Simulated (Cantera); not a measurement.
Feed: 1 mol Pb, 4.3 mol CO, 4.8 mol N2, at 0.00200 bar.

Equilibrium computed with Cantera from the NASA thermochemical tables; the gas is ideal and each condensed phase is pure. Candidate condensed phases: C, Pb, PbO, PbO2, Pb3O4; 27 gas species. Kinetics and transport are ignored.

What share of the Pb ends up in condensed phases as a function of T (K), at 950, 1000, 1050, 1100, 1150, 1200, 1250, 1300, 1350, 1400, 1450?


| T (K) | Pb condensed (%) | as |
|---|---|---|
| 950 | 97.7 | Pb(l) |
| 1000 | 92.6 | Pb(l) |
| 1050 | 78.3 | Pb(l) |
| 1100 | 41.3 | Pb(l) |
| 1150 | 0.0 | - |
| 1200 | 0.0 | - |
| 1250 | 0.0 | - |
| 1300 | 0.0 | - |
| 1350 | 0.0 | - |
| 1400 | 0.0 | - |
| 1450 | 0.0 | - |
